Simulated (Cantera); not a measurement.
Mixture: 18.3 % CO, 11.9 % H2, 12.6 % O2, 47.2 % N2, 10.1 % H2O, equivalence ratio 1.2, at 130000 Pa, adiabatic and at constant volume. Ignition delay is the time to a rise of 400 K.

Computed with Cantera and GRI-Mech 3.0 (53 species, 325 reactions). Below about 950 K walls govern HO2 and H2O2 in real vessels.

Task: Predict: delay at 948 K; delay at 998 K; delay at 1048 K; delay at 1098 K; delay at 1148 K; delay at 1198 K; delay at 1248 K; apparent activation energy between 1148 and 1248 K.

Result: 
```json
{
  "delay at 948 K": "22.1 ms",
  "delay at 998 K": "3.51 ms",
  "delay at 1048 K": "0.536 ms",
  "delay at 1098 K": "0.163 ms",
  "delay at 1148 K": "87.7 µs",
  "delay at 1198 K": "58.3 µs",
  "delay at 1248 K": "43.0 µs",
  "apparent activation energy between 1148 and 1248 K": "85 kJ/mol"
}
```
